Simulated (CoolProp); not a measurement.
Vapour-liquid equilibrium of R113 (1) + benzene (2) at 2.48 bar; x and y are mole fractions of (1).

Computed with CoolProp (multi-fluid Helmholtz-energy mixture model, Marx 1992 and Thol 2012; pair parameters Bell 2016).

Give the bubble temperature and the first vapour's composition at x = 0.2, 0.65, 0.95. Is there an azeotrope?

x = 0.2: 370.6 K, y = 0.431; x = 0.65: 356.8 K, y = 0.790; x = 0.95: 351.5 K, y = 0.969. No azeotrope shows between x = 0.05 and 0.95.

The pair parameters rest on a limited set of measurements; away from them the model extrapolates.
